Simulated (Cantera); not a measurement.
An isothermal, constant-pressure homogeneous reactor starts with NH3 : H2 = 1 : 6 (molar parts), at 1850 K and 0.0263 atm.

Computed with Cantera and the gas-phase N/H chemistry of the illustrative SiF4/NH3 mechanism in the Surface Chemkin manual (1991). Walls and surfaces, which speed up NH3 decomposition in real reactors, are not modelled.

x: mole fraction; the columns are a selection and need not sum to one.

```
t (s)      x NH3   x H2      x NH    x N2H4      x N2
--------  ------  -----  --------  --------  --------
0.000200   0.143  0.857  8.02e-11    <1e-12    <1e-12
0.000763   0.143  0.857         ?    <1e-12  1.58e-10
0.00291    0.143  0.857   1.87e-8  7.84e-12   1.43e-8
0.0111     0.143  0.857         ?  1.13e-10         ?
0.0424     0.142  0.857   2.77e-6   1.17e-9   9.24e-5
0.162      0.140  0.858   4.08e-6   1.69e-9   0.00133
0.618      0.129  0.865   3.97e-6   1.51e-9   0.00605
2.36      0.0960  0.883   3.57e-6   1.01e-9    0.0204
9.00      0.0352  0.917   2.49e-6  2.56e-10    0.0470
```

Task: Some entries are withheld; supply them.

Result: 
- 0.000763, x NH: 1.26e-9
- 0.0111, x NH: 2.70e-7
- 0.0111, x N2: 1.12e-6
